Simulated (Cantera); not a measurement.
What does this Cantera script print?

```python
import numpy as np
import cantera as ct

gas = ct.Solution("gri30.yaml")
gas.TPX = 1425, 500000, {'CO': 1, 'H2': 0.069, 'CH4': 1.4, 'O2': 5.47, 'N2': 77}
reactor = ct.IdealGasConstPressureReactor(gas, energy="on", clone=False)
net = ct.ReactorNet([reactor])
net.rtol, net.atol = 1e-08, 1e-16
show = ['CO', 'H2', 'CH4', 'HCN', 'CH2CO', 'H']
times = np.geomspace(5e-06, 9, 11)

steps = ct.SolutionArray(gas, extra=["t"])
rows = []
print(f"{'t/s':>10s}{'T/K':>9s}{'P/Pa':>11s}" + "".join(f"{s:>11s}" for s in show))
for t in times:
    while net.time < t:
        t_next = net.step()
        steps.append(gas.state, t=t_next)
    rows.append([np.interp(t, steps.t, y) for y in (steps.T, steps.P, *steps(*show).X.T)])
    print(f"{t:10.3e}{rows[-1][0]:9.1f}{rows[-1][1]:11.4g}" + "".join(f"{x:11.3e}" for x in rows[-1][2:]))
rate = np.gradient(steps.T, steps.t)
print("integrator steps:", len(steps.t))
if steps.T.max() > steps.T[0] + 200:
    print(f"time of steepest temperature rise: {steps.t[rate.argmax()]:.4e} s")
gas.TPX = 1425, 500000, {'CO': 1, 'H2': 0.069, 'CH4': 1.4, 'O2': 5.47, 'N2': 77}
gas.equilibrate("HP")
print(f"equilibrium (HP): T = {gas.T:.1f} K  " + "  ".join(f"{s} {gas[s].X[0]:.3e}" for s in show))
```

It prints:

```
       t/s      T/K       P/Pa         CO         H2        CH4        HCN      CH2CO          H
 5.000e-06   1425.0      5e+05  1.177e-02  8.124e-04  1.648e-02  1.513e-19  2.424e-13  1.981e-09
 2.111e-05   1425.0      5e+05  1.177e-02  8.124e-04  1.648e-02  3.515e-18  5.549e-12  3.563e-09
 8.913e-05   1425.0      5e+05  1.177e-02  8.123e-04  1.648e-02  1.085e-16  1.576e-10  1.413e-08
 3.763e-04   1425.6      5e+05  1.177e-02  8.137e-04  1.634e-02  1.394e-14  1.561e-08  1.208e-07
 1.589e-03   1868.8      5e+05  1.382e-03  2.141e-04 -1.785e-18  2.252e-13 -5.676e-19  8.755e-05
 6.708e-03   1887.0      5e+05  3.902e-05  1.119e-05  9.042e-23  9.239e-16  1.029e-26  1.083e-06
 2.832e-02   1886.9      5e+05  3.901e-05  1.119e-05  2.902e-24  9.174e-16  3.444e-27  1.083e-06
 1.196e-01   1886.9      5e+05  3.900e-05  1.119e-05  2.887e-24  9.032e-16  3.359e-27  1.082e-06
 5.049e-01   1886.7      5e+05  3.895e-05  1.118e-05  2.848e-24  8.497e-16  3.258e-27  1.080e-06
 2.132e+00   1885.8      5e+05  3.876e-05  1.113e-05  2.728e-24  6.996e-16  2.945e-27  1.070e-06
 9.000e+00   1883.5      5e+05  3.830e-05  1.102e-05  2.521e-24  5.008e-16  2.425e-27  1.046e-06
integrator steps: 1790
time of steepest temperature rise: 1.4151e-03 s
equilibrium (HP): T = 1882.1 K  CO 3.803e-05  H2 1.096e-05  CH4 4.160e-24  HCN 4.384e-16  CH2CO 3.114e-27  H 1.033e-06
```

Detailed kinetics in Cantera: GRI-Mech 3.0 (53 species, 325 reactions).
